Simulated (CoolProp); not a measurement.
The fluid at 388.3 K and 0.594 MPa expands adiabatically to 0.0422 MPa with isentropic efficiency 0.7. The same conditions are run with several fluids, on thermodynamics alone (safety and materials aside).

Values from CoolProp's reference Helmholtz-energy equation of state of each fluid (C3F8 (R218): Lemmon 2006; sulfur hexafluoride: Guder 2009; R142b: Lemmon 2006; nitrogen: Span 2000; hydrogen chloride: Thol 2018).

```json
[
 {"fluid": "C3F8 (R218)", "work (kJ/kg)": "29.1", "final temperature (K)": "352.4", "final density (kg/m³)": "2.72"},
 {"fluid": "sulfur hexafluoride", "work (kJ/kg)": "(withheld)", "final temperature (K)": "(withheld)", "final density (kg/m³)": "(withheld)"},
 {"fluid": "R142b", "work (kJ/kg)": "(withheld)", "final temperature (K)": "(withheld)", "final density (kg/m³)": "(withheld)"},
 {"fluid": "nitrogen", "work (kJ/kg)": "150", "final temperature (K)": "(withheld)", "final density (kg/m³)": "0.583"},
 {"fluid": "hydrogen chloride", "work (kJ/kg)": "(withheld)", "final temperature (K)": "242.2", "final density (kg/m³)": "0.768"}
]
```

Problem. Complete the blanks.

Solution. 
- sulfur hexafluoride, work (kJ/kg): 36.5
- sulfur hexafluoride, final temperature (K): 337.3
- sulfur hexafluoride, final density (kg/m³): 2.20
- R142b, work (kJ/kg): 51.0
- R142b, final temperature (K): 326.7
- R142b, final density (kg/m³): 1.57
- nitrogen, final temperature (K): 243.9
- hydrogen chloride, work (kJ/kg): 113
